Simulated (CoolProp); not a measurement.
The fluid at 298.15 K and 1.52 MPa is throttled through a valve to 0.051 MPa with no heat exchange. The same conditions are run with several fluids, on thermodynamics alone (safety and materials aside).

Computed with CoolProp (reference Helmholtz-energy equation of state of each fluid (fluoroethane (R161): Wu 2012; n-undecane: Aleksandrov 2011; R236EA: Rui 2013)).

| fluid | temperature change (K) | final phase | final density (kg/m³) |
|---|---|---|---|
| fluoroethane (R161) | -76.5 | two-phase, vapour fraction 0.362 | 3.74 |
| n-undecane | +0.6 | liquid | 736 |
| R236EA | -34.5 | two-phase, vapour fraction 0.249 | 14.5 |
